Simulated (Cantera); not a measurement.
## Low-pressure radical oxidation in H2/O2

An isothermal, constant-pressure homogeneous reactor starts with 8.27 % H₂, 59.1 % O₂, 31.3 % N₂, 1.36 % H₂O, equivalence ratio 0.070, at 1198 K and 0.0340 bar.

Detailed kinetics in Cantera: GRI-Mech 3.0 (53 species, 325 reactions). Radical loss at walls, strong at low pressure, is not modelled. The temperature is held fixed by assumption; the heat of reaction is taken as removed at once.

```tsv
t (s)	x H₂	x O₂	x O	x OH	x H₂O₂	x N₂O	x H₂O
0.000100	0.0827	0.591	1.43e-8	9.30e-9	9.33e-12	<1e-12	0.0136
0.000280	0.0827	0.591	6.21e-7	3.88e-7	7.92e-11	<1e-12	0.0136
0.000786	0.0599	0.576	0.00782	0.00416	3.32e-7	9.98e-11	0.0302
0.00220	0.00264	0.546	0.0289	0.00457	3.67e-7	5.40e-9	0.0850
0.00618	0.00121	0.561	0.0125	0.00309	3.97e-7	9.19e-9	0.0944
0.0173	0.000247	0.570	0.00250	0.00138	3.02e-7	1.32e-8	0.0991
0.0486	3.29e-5	0.573	0.000335	0.000508	1.38e-7	1.62e-8	0.100
0.136	4.96e-6	0.573	5.21e-5	0.000201	4.99e-8	1.76e-8	0.100
0.382	9.93e-7	0.573	1.07e-5	9.13e-5	1.72e-8	1.83e-8	0.100
1.07	2.49e-7	0.573	2.75e-6	4.62e-5	5.96e-9	1.86e-8	0.100
3.00	7.24e-8	0.573	8.11e-7	2.51e-5	2.11e-9	1.83e-8	0.100
```
x: mole fraction; the columns are a selection and need not sum to one.

Equilibrium at this temperature and pressure: H₂ 8.83e-9, O₂ 0.573, O 9.92e-8, OH 8.76e-6, H₂O₂ 3.30e-10, N₂O 1.71e-9, H₂O 0.100 (gas phase only).
